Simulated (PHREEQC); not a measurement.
Make-up at 25 °C: 2 mol H2SO4, 0.018 mol NaHCO3 and 0.098 mol MgCl2 per kg of water. Closed to the air; pH follows from the charge balance.

Model: Pitzer model, pitzer.dat, run in PHREEQC.

Each row changes one thing in this solution. Precipitation was switched off in this run.

```
case                            pH  ionic strength (mol/kgw)  HSO4- (mol/kgw)  SO4-2 (mol/kgw)  HCO3- (mol/kgw)  SI of Epsomite (MgSO4:7H2O)  SI of Hexahydrite (MgSO4:6H2O)
---------------------------  -----  ------------------------  ---------------  ---------------  ---------------  ---------------------------  ------------------------------
as made                      -0.69                      3.28             1.51            0.494          9.39e-9                        -1.90                           -2.13
H2SO4 from 2 to 2.2 mol/kgw  -0.79                      3.57             1.66            0.537          8.20e-9                        -1.87                           -2.10
H2SO4 from 2 to 1 mol/kgw    -0.13                      1.79            0.751            0.248          2.04e-8                        -2.01                           -2.27
0.073 mol/kgw HCl added      -0.72                      3.35             1.51            0.491          8.87e-9                        -1.90                           -2.14
diluted 10-fold with water    0.72                     0.329            0.150                ?          7.51e-9                        -2.99                           -3.26
diluted 100-fold with water   1.62                    0.0413           0.0108                ?          4.24e-9                        -3.95                           -4.23
```

### Question
Complete the blanks.

### Answer

- diluted 10-fold with water, SO4-2 (mol/kgw): 0.0497
- diluted 100-fold with water, SO4-2 (mol/kgw): 0.00920

Species that the database lacks are ignored. In brines, pH and single-ion activities rest on the MacInnes convention.
